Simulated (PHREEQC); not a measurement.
Solution (25 °C): 0.11 mol/kgw CuSO4, 0.0026 mol/kgw H2SO4 and 0.0013 mol/kgw FeCl3. Closed to the air; pH follows from the charge balance.

Model: ion-association model, phreeqc.dat, run in PHREEQC.

Each row changes one thing in this solution. No solid was allowed to form.

```tsv
case	pH	ionic strength (mol/kgw)	Cu+2 (mol/kgw)	SO4-2 (mol/kgw)	CuSO4 (mol/kgw)	HSO4- (mol/kgw)
as made	2.79	0.229	0.0569	0.0549	0.0529	0.00323
temperature from 25 to 15 °C	[?]	0.233	0.0578	0.0560	0.0521	0.00298
diluted 100-fold with water	4.18	0.00404	0.000982	0.00100	0.000118	5.24e-6
FeCl3 left out	2.80	0.227	0.0564	0.0558	0.0536	0.00321
diluted 10-fold with water	3.43	0.0312	0.00764	0.00766	0.00336	[?]
H2SO4 from 0.0026 to 0.00234 mol/kgw	[?]	0.229	0.0569	0.0550	0.0530	0.00291
FeCl3 replaced by (CH3)4NCl at the same molality	2.80	0.229	0.0564	0.0559	0.0535	0.00321
H2SO4 from 0.0026 to 0.0052 mol/kgw	2.49	0.232	0.0573	0.0547	0.0526	0.00637
```

Some entries are withheld; supply them.


- temperature from 25 to 15 °C, pH: 2.75
- diluted 10-fold with water, HSO4- (mol/kgw): 0.000172
- H2SO4 from 0.0026 to 0.00234 mol/kgw, pH: 2.84

Some of these states are supersaturated (in Hematite (slow to form), Goethite (slow to form), for instance).
